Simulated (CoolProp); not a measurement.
Dimethyl carbonate along the isobar 12000 kPa: Z from the reference equation and from simpler models built on Tc = 283.9 °C, pc = 4909 kPa, ω = 0.346; each cubic takes its own stable root.

Values from CoolProp's reference Helmholtz-energy equation of state, Zhou 2011.

```tsv
T (°C)	phase	reference
202.65	liquid	0.3294
220.45	liquid	0.3293
238.15	liquid	0.3310
255.95	liquid	0.3351
273.65	liquid	0.3424
291.35	supercritical	0.3547
309.15	supercritical	0.3748
326.85	supercritical	0.4055
```

### Question
How far does each simpler model (van der Waals, Redlich-Kwong, Soave-Redlich-Kwong) lie from the reference over these 8 states: mean and median of the absolute difference, and the worst?

### Answer
- van der Waals: mean 45.4 %, median 48.3 %, worst +56.8 % at 202.65 °C and 12000 kPa
- Redlich-Kwong: mean 15.0 %, median 16.3 %, worst +16.7 % at 255.95 °C and 12000 kPa
- Soave-Redlich-Kwong: mean 14.5 %, median 14.9 %, worst +16.5 % at 309.15 °C and 12000 kPa
